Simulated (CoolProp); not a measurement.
m-xylene along the isotherm 346.85 °C: fugacity coefficient from the reference equation and from simpler models built on Tc = 343.7 °C, pc = 35.35 bar, ω = 0.326; each cubic takes its own stable root.

The numbers come from the reference Helmholtz-energy equation of state, Zhou 2012 in CoolProp.

```csv
p (bar),phase,reference
1.12,gas,0.9887
1.74,gas,0.9824
2.71,gas,0.9726
4.22,gas,0.9575
6.57,gas,0.9342
10.2,gas,0.8985
15.9,gas,0.8433
24.8,gas,0.7582
38.6,supercritical,0.6141
60.1,supercritical,0.4357
93.6,supercritical,0.3209
146,supercritical,0.2508
227,supercritical,0.2148
353,supercritical,0.2099
```

Task: How far does each simpler model (van der Waals, Redlich-Kwong, Soave-Redlich-Kwong, Peng-Robinson) lie from the reference over these 14 states: mean and median of the absolute difference, and the worst?

Result: 
- van der Waals: mean 15.2 %, median 4.0 %, worst +78.5 % at 346.85 °C and 353 bar
- Redlich-Kwong: mean 5.1 %, median 1.5 %, worst +20.8 % at 346.85 °C and 353 bar
- Soave-Redlich-Kwong: mean 5.3 %, median 1.5 %, worst +21.6 % at 346.85 °C and 353 bar
- Peng-Robinson: mean 1.1 %, median 0.4 %, worst +3.3 % at 346.85 °C and 227 bar
